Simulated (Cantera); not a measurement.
**B2O3 + NH3 + O2 (boron, boron nitride and boron oxide)**

Charge: 1 mol B2O3, a varied amount of NH3, 1 mol O2, equilibrated at 650 °C and 100 Torr.

Equilibrium computed with Cantera from the NASA thermochemical tables; the gas is ideal and each condensed phase is pure. Candidate condensed phases: B, BN, B2O3, B3O3H3, H2O; 39 gas species. Gases not in the tables: H3BO3. The numbers say what is thermodynamically allowed, not how fast it happens.

```tsv
n(NH3) (mol)	x O2	x H2O	x N2	x H2	x (HBO2)3	x HBO2	x NO	n B2O3(l)
0.1	0.823	0.132	0.0445	2.91e-12	0.000741	4.51e-6	5.88e-6	0.999
0.31	0.554	0.331	0.112	8.88e-12	0.00294	7.14e-6	7.65e-6	0.994
0.52	0.371	0.467	0.158	1.53e-11	0.00491	8.48e-6	7.44e-6	0.988
0.72	0.243	0.561	0.190	2.27e-11	0.00647	9.29e-6	6.60e-6	0.982
0.93	0.140	0.636	0.216	3.39e-11	0.00781	9.90e-6	5.35e-6	0.975
1.1	0.0740	0.685	0.233	5.02e-11	0.00873	1.03e-5	4.03e-6	0.969
1.3	0.00957	0.732	0.249	1.49e-10	0.00965	1.06e-5	1.50e-6	0.962
1.5	<1e-12	0.657	0.251	0.0837	0.00821	1.01e-5	<1e-12	0.963
1.8	<1e-12	0.548	0.251	0.195	0.00625	9.19e-6	<1e-12	0.966
```
x: gas mole fraction; n: condensed amount in mol.

From 0.1 mol NH3 to 1.8 mol NH3 the condensed part is B2O3(l). The share of B in condensed phases is highest at 0.1 mol NH3 (99.9 %) and lowest at 1.3 mol NH3 (96.2 %).
